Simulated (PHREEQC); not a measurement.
Consider water at 5 °C with 6.1 mmol/kgw NiCl2, 1 mmol/kgw H3BO3 and 36 mmol/kgw HCl. Closed to the air; pH follows from the charge balance.

Computed with PHREEQC (ion-association model, wateq4f.dat).

Each row changes one thing in this solution. This is a speciation only: nothing precipitates in the calculation.

| case | pH | ionic strength (mol/kgw) | H2BO3- (mol/kgw) |
|---|---|---|---|
| as made | 1.51 | 0.0536 | 1.60e-11 |
| diluted 5-fold with water | 2.18 | 0.0108 | 1.32e-11 |
| NiCl2 from 0.0061 to 0.00122 mol/kgw | 1.51 | 0.0395 | 1.53e-11 |
| NiCl2 from 0.0061 to 0.0122 mol/kgw | 1.52 | 0.0709 | 1.67e-11 |
| diluted 2-fold with water | 1.80 | 0.0269 | 1.45e-11 |
| NiCl2 replaced by CdCl2 at the same molality | 1.51 | 0.0457 | 1.56e-11 |
| 0.01 mol/kgw FeCl2 added | 1.52 | 0.0826 | 1.72e-11 |
| HCl from 0.036 to 0.018 mol/kgw | 1.80 | 0.0358 | 3.02e-11 |

Species that the database lacks are ignored. Away from 25 °C the constants follow the database's enthalpies or fits; those with neither stay at their 25 °C values.
